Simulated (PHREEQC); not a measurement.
Solution (65 °C): 15 mmol/kgw CaBr2. Closed to the air; pH follows from the charge balance.

Equilibrium calculation in PHREEQC: ion-association model, wateq4f.dat.

Each row changes one thing in this solution. This is a speciation only: nothing precipitates in the calculation.

```csv
case,pH,CaOH+ (mol/kgw),SI of Portlandite (Ca(OH)2)
as made,6.45,3.86e-9,-9.38
diluted 2-fold with water,6.45,2.24e-9,-9.59
CaBr2 replaced by Ca(OH)2 at the same molality,11.30,0.000271,+0.32
temperature from 65 to 80 °C,6.29,2.66e-9,-8.85
temperature from 65 to 5 °C,7.25,(withheld),(withheld)
CaBr2 from 0.015 to 0.0075 mol/kgw,6.45,2.24e-9,-9.59
CaBr2 from 0.015 to 0.003 mol/kgw,6.46,1.04e-9,-9.90
```

### Question
Complete the blanks.

### Answer

- temperature from 65 to 5 °C, CaOH+ (mol/kgw): 2.59e-8
- temperature from 65 to 5 °C, SI of Portlandite (Ca(OH)2): -12.07

Some of these states are supersaturated (in Portlandite, for instance). Away from 25 °C the constants follow the database's enthalpies or fits; those with neither stay at their 25 °C values.
